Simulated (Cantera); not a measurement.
Input: 1 mol Cr₂O₃, 0.84 mol H₂, 11 mol N₂, at 10.0 mbar.

These are equilibrium values from Cantera (NASA tables, ideal gas, pure condensed phases), not measurements of a reactor. Candidate condensed phases: Cr, CrN, Cr₂N, Cr₂O₃, H₂O; 29 gas species. Kinetics and transport are ignored.

Question: At 1750 K, list the 4 most abundant gas species with their mole fractions, and the condensed phases.

Answer: N₂ 0.928, H₂ 0.0694, H₂O 0.00115, Cr 0.000768. Condensed: Cr₂O₃(s).
